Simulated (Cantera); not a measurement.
Cantera with NASA thermochemical tables; ideal gases at 1 bar, condensed phases pure. Values are per mole of reaction as written; species without (g) are pure solids or liquids, kept so even where they would boil at 1 bar.

Problem. Between 500 and 2000 K, where is each reaction favourable under standard conditions?
- 2 NH3(g) + BF3(g) ⇌ 6 H(g) + BN + NF3(g)

Solution. 
- 2 NH3(g) + BF3(g) ⇌ 6 H(g) + BN + NF3(g): ΔG° is 1986 kJ at 500 K and 1357 kJ at 2000 K; it stays positive (K < 1). ΔH° is 2250 kJ and ΔS° 446 J/K at 2000 K.
